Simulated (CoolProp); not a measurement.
A closed Brayton cycle with nitrogen: compressor inlet 331.15 K and 7.2 MPa, high pressure 13 MPa, turbine inlet 960 K, compressor efficiency 0.89, turbine efficiency 0.93, recuperator effectiveness 0.9 (on enthalpy, no pinch check). Each further row changes one setting.

Model: reference Helmholtz-energy equation of state, Span 2000, in CoolProp.

```csv
case,thermal efficiency (%),net work (kJ/kg),compressor to turbine work,compressor exit (K),turbine exit (K)
as stated,38.2,77.2,0.49,400.7,833.0
turbine inlet 910 K,36.6,69.4,0.51,400.7,788.5
compressor inlet 341.15 K,37.3,74.8,0.50,412.7,833.0
high pressure 11 MPa,35.2,58.9,0.46,379.8,867.3
recuperator effectiveness 0.5,19.6,77.2,0.49,400.7,833.0
```
